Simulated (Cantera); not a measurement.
Input (Python, Cantera):

```python
import numpy as np
import cantera as ct

gas = ct.Solution("gri30.yaml")
gas.TPX = 1775, 28000, {'CO': 1, 'H2': 1.1, 'O2': 1.98, 'N2': 7.45, 'H2O': 1.1}
reactor = ct.IdealGasReactor(gas, energy="on", clone=False)
net = ct.ReactorNet([reactor])
net.rtol, net.atol = 1e-08, 1e-16
show = ['CO', 'H2', 'O2', 'NO2', 'NO', 'OH']
times = np.geomspace(9e-06, 0.5, 13)

steps = ct.SolutionArray(gas, extra=["t"])
rows = []
print(f"{'t/s':>10s}{'T/K':>9s}{'P/Pa':>11s}" + "".join(f"{s:>11s}" for s in show))
for t in times:
    while net.time < t:
        t_next = net.step()
        steps.append(gas.state, t=t_next)
    rows.append([np.interp(t, steps.t, y) for y in (steps.T, steps.P, *steps(*show).X.T)])
    print(f"{t:10.3e}{rows[-1][0]:9.1f}{rows[-1][1]:11.4g}" + "".join(f"{x:11.3e}" for x in rows[-1][2:]))
rate = np.gradient(steps.T, steps.t)
print("integrator steps:", len(steps.t))
if steps.T.max() > steps.T[0] + 200:
    print(f"time of steepest temperature rise: {steps.t[rate.argmax()]:.4e} s")
gas.TPX = 1775, 28000, {'CO': 1, 'H2': 1.1, 'O2': 1.98, 'N2': 7.45, 'H2O': 1.1}
gas.equilibrate("UV")
print(f"equilibrium (UV): T = {gas.T:.1f} K  " + "  ".join(f"{s} {gas[s].X[0]:.3e}" for s in show))
```

It prints:

```
       t/s      T/K       P/Pa         CO         H2         O2        NO2         NO         OH
 9.000e-06   1775.0    2.8e+04  7.917e-02  8.705e-02  1.567e-01  5.124e-17  2.021e-12  1.106e-05
 2.237e-05   1775.9  2.801e+04  7.891e-02  8.171e-02  1.537e-01  3.441e-14  5.282e-10  1.351e-03
 5.559e-05   1853.5  2.915e+04  5.439e-02  1.699e-02  9.878e-02  1.332e-10  1.989e-06  1.888e-02
 1.382e-04   2022.6   3.15e+04  3.328e-02  1.885e-02  8.810e-02  9.188e-10  1.391e-05  2.344e-02
 3.434e-04   2262.7  3.469e+04  3.130e-02  1.579e-02  8.599e-02  6.608e-09  6.684e-05  2.678e-02
 8.535e-04   2531.3  3.812e+04  2.601e-02  1.106e-02  8.357e-02  1.077e-07  4.792e-04  2.717e-02
 2.121e-03   2620.0  3.921e+04  2.313e-02  9.296e-03  8.182e-02  7.186e-07  2.351e-03  2.615e-02
 5.272e-03   2616.9  3.914e+04  2.297e-02  9.238e-03  7.994e-02  1.976e-06  6.495e-03  2.572e-02
 1.310e-02   2611.4  3.903e+04  2.280e-02  9.185e-03  7.742e-02  3.634e-06  1.208e-02  2.515e-02
 3.257e-02   2608.9  3.899e+04  2.272e-02  9.161e-03  7.627e-02  4.376e-06  1.461e-02  2.489e-02
 8.094e-02   2608.7  3.898e+04  2.271e-02  9.160e-03  7.621e-02  4.416e-06  1.475e-02  2.488e-02
 2.012e-01   2608.7  3.898e+04  2.271e-02  9.160e-03  7.621e-02  4.416e-06  1.475e-02  2.488e-02
 5.000e-01   2608.7  3.898e+04  2.271e-02  9.160e-03  7.621e-02  4.416e-06  1.475e-02  2.488e-02
integrator steps: 1230
time of steepest temperature rise: 4.0041e-05 s
equilibrium (UV): T = 2608.7 K  CO 2.271e-02  H2 9.160e-03  O2 7.621e-02  NO2 4.416e-06  NO 1.475e-02  OH 2.488e-02
```

Detailed kinetics in Cantera: GRI-Mech 3.0 (53 species, 325 reactions).
